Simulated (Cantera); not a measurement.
Mixture: CH4 : CO : O2 : N2 : CO2 = 1 : 0.23 : 1.92 : 13.5 : 1.9 (molar parts), equivalence ratio 1.1, at 14.0 bar, adiabatic and at constant volume. Ignition delay is the time to a rise of 400 K.

Detailed kinetics in Cantera: GRI-Mech 3.0 (53 species, 325 reactions). The pressure lies above the range GRI-Mech 3.0 was tuned for (to about 10 atm).

Q: What does this change do: constant pressure in place of constant volume?

A: 
```csv
quantity,before,after
delay at 1100 K,35.9 ms,36.9 ms
delay at 1200 K,8.82 ms,9.19 ms
delay at 1300 K,2.63 ms,2.77 ms
delay at 1400 K,0.882 ms,0.940 ms
delay at 1500 K,0.318 ms,0.342 ms
apparent activation energy between 1400 and 1500 K,180 kJ/mol,180 kJ/mol
```
